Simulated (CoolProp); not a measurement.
Vapour-liquid equilibrium of propane (1) + cyclopropane (2) at 0.887 MPa; x and y are mole fractions of (1).

Computed with CoolProp (multi-fluid Helmholtz-energy mixture model, Lemmon 2009 and Polt 1992; pair parameters Bell 2016). This equation is an older, rougher fit; its heat capacities, sound speeds and derivatives of the liquid may be far off and weren't checked against measurements.

```json
[
 {"x": "0.05", "bubble temperature, mixture model (°C)": "31.6", "bubble temperature, Raoult's law (°C)": "32.1", "y, mixture model": "0.072", "y, Raoult's law": "0.064"},
 {"x": "0.125", "bubble temperature, mixture model (°C)": "30.1", "bubble temperature, Raoult's law (°C)": "31.3", "y, mixture model": "0.170", "y, Raoult's law": "0.157"},
 {"x": "0.2", "bubble temperature, mixture model (°C)": "28.7", "bubble temperature, Raoult's law (°C)": "30.4", "y, mixture model": "0.261", "y, Raoult's law": "0.246"},
 {"x": "0.275", "bubble temperature, mixture model (°C)": "27.6", "bubble temperature, Raoult's law (°C)": "29.6", "y, mixture model": "0.343", "y, Raoult's law": "0.331"},
 {"x": "0.35", "bubble temperature, mixture model (°C)": "26.5", "bubble temperature, Raoult's law (°C)": "28.8", "y, mixture model": "0.420", "y, Raoult's law": "0.413"},
 {"x": "0.425", "bubble temperature, mixture model (°C)": "25.6", "bubble temperature, Raoult's law (°C)": "28.0", "y, mixture model": "0.491", "y, Raoult's law": "0.492"},
 {"x": "0.5", "bubble temperature, mixture model (°C)": "24.8", "bubble temperature, Raoult's law (°C)": "27.2", "y, mixture model": "0.559", "y, Raoult's law": "0.567"},
 {"x": "0.575", "bubble temperature, mixture model (°C)": "___", "bubble temperature, Raoult's law (°C)": "26.4", "y, mixture model": "0.624", "y, Raoult's law": "0.639"},
 {"x": "0.65", "bubble temperature, mixture model (°C)": "23.5", "bubble temperature, Raoult's law (°C)": "25.6", "y, mixture model": "0.688", "y, Raoult's law": "0.709"},
 {"x": "0.725", "bubble temperature, mixture model (°C)": "___", "bubble temperature, Raoult's law (°C)": "24.9", "y, mixture model": "0.751", "y, Raoult's law": "0.776"},
 {"x": "0.8", "bubble temperature, mixture model (°C)": "22.6", "bubble temperature, Raoult's law (°C)": "24.2", "y, mixture model": "___", "y, Raoult's law": "0.840"},
 {"x": "0.875", "bubble temperature, mixture model (°C)": "22.4", "bubble temperature, Raoult's law (°C)": "23.4", "y, mixture model": "0.881", "y, Raoult's law": "0.902"},
 {"x": "0.95", "bubble temperature, mixture model (°C)": "22.3", "bubble temperature, Raoult's law (°C)": "22.7", "y, mixture model": "0.951", "y, Raoult's law": "0.962"}
]
```

Task: Some entries are withheld; supply them.

Result: 
- 0.575, bubble temperature, mixture model (°C): 24.1
- 0.725, bubble temperature, mixture model (°C): 23.0
- 0.8, y, mixture model: 0.815

The largest gap from Raoult's law is -2.4 K in bubble temperature, at x = 0.5. No azeotrope shows between x = 0.05 and 0.95.

The pair parameters rest on a limited set of measurements; away from them the model extrapolates.
